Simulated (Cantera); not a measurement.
A Cantera script and its output.

```python
import numpy as np
import cantera as ct

gas = ct.Solution("gri30.yaml", transport_model="mixture-averaged")
show = ['NH3', 'N2', 'CH3']

rows = []
print(f"{'T/K':>7s}{'rho':>11s}{'cp':>10s}{'mu':>11s}{'lambda':>11s}{'Pr':>7s}" + "".join(f"{'D_' + s:>11s}" for s in show))
for T in [400, 500, 600, 700, 800, 900, 1000, 1100, 1200]:
    gas.TPX = T, 13332, {'N2O': 0.18}
    Pr = gas.cp_mass * gas.viscosity / gas.thermal_conductivity
    D = [gas.mix_diff_coeffs_mole[gas.species_index(s)] for s in show]
    rows.append([gas.density, gas.cp_mass, gas.viscosity, gas.thermal_conductivity, Pr, *D])
    print(f"{T:7g}{gas.density:11.4e}{gas.cp_mass:10.1f}{gas.viscosity:11.4e}"
          f"{gas.thermal_conductivity:11.4e}{Pr:7.3f}" + "".join(f"{d:11.4e}" for d in D))
print("SI units: kg/m3, J/kg/K, Pa s, W/m/K, m2/s")
```

Output:

```
    T/K        rho        cp         mu     lambda     Pr      D_NH3       D_N2      D_CH3
    400 1.7643e-01     970.3 1.9459e-05 2.5465e-02  0.741 2.1436e-04 2.0038e-04 2.2245e-04
    500 1.4115e-01    1042.5 2.3570e-05 3.3205e-02  0.740 3.2992e-04 2.9744e-04 3.3268e-04
    600 1.1762e-01    1101.3 2.7324e-05 4.0717e-02  0.739 4.6545e-04 4.0853e-04 4.5928e-04
    700 1.0082e-01    1150.2 3.0799e-05 4.7945e-02  0.739 6.1923e-04 5.3265e-04 6.0100e-04
    800 8.8217e-02    1191.6 3.4048e-05 5.4884e-02  0.739 7.8990e-04 6.6902e-04 7.5690e-04
    900 7.8415e-02    1226.6 3.7113e-05 6.1547e-02  0.740 9.7637e-04 8.1702e-04 9.2622e-04
   1000 7.0574e-02    1254.7 4.0022e-05 6.7953e-02  0.739 1.1778e-03 9.7614e-04 1.1083e-03
   1100 6.4158e-02    1275.5 4.2800e-05 7.4122e-02  0.736 1.3933e-03 1.1460e-03 1.3027e-03
   1200 5.8811e-02    1294.3 4.5464e-05 8.0076e-02  0.735 1.6225e-03 1.3261e-03 1.5090e-03
SI units: kg/m3, J/kg/K, Pa s, W/m/K, m2/s
```

Cantera simulation using GRI-Mech 3.0 (53 species, 325 reactions); the numbers are that mechanism's predictions, not measurements. The composition is frozen, though it would react at the higher temperatures.
